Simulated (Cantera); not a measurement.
## Gas-phase reforming

A perfectly stirred reactor is fed with 57.8 % CH4, 42.2 % CO2, at 1.00 bar; it is held at 1673 K, and followed from long to short residence time.

Cantera simulation using GRI-Mech 3.0 (53 species, 325 reactions); the numbers are that mechanism's predictions, not measurements.

```
τ (s)     x CH4   x CO2       x O      x CO    x C2H6
-------  ------  ------  --------  --------  --------
0.66     0.0527  0.0433  4.50e-11     0.302   2.63e-5
0.16     0.0986  0.0894  5.16e-11     0.231   9.49e-5
0.040     0.197   0.192  4.44e-11     0.135  0.000327
0.010     0.349   0.322  2.70e-11    0.0427  0.000899
0.0025    0.480   0.393  1.35e-11   0.00724   0.00179
0.00061   0.553   0.417  4.24e-12  0.000701   0.00186
0.00015   0.574   0.421  1.31e-12   4.91e-5  0.000604
```
x: mole fraction; the columns are a selection and need not sum to one.
